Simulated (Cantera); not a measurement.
Input: 1 mol CH₃SiH₃, 0.11 mol C₂H₂, 610 mol H₂, at 850 °C and 1000 Pa.

Equilibrium computed with Cantera from the NASA thermochemical tables; the gas is ideal and each condensed phase is pure. Candidate condensed phases: C, C₆H₆, C₇H₈, C₈H₁₈, Si, SiC; 87 gas species. The feed counts by its element totals alone. The numbers say what is thermodynamically allowed, not how fast it happens.

Base state: H₂ 1.000, CH₄ 0.000293 (mole fractions); condensed: C(graphite) + SiC(s).

Q: What changes in the equilibrium state with this change: temperature from 850 °C to 927 °C?

A: 
| species | before | after |
|---|---|---|
| H₂ | 1.000 | 1.000 |
| CH₄ | 0.000293 | 0.000158 |
| C(graphite), mol | 0.0402 | 0.123 |
| SiC(s), mol | 1.00 | 1.00 |
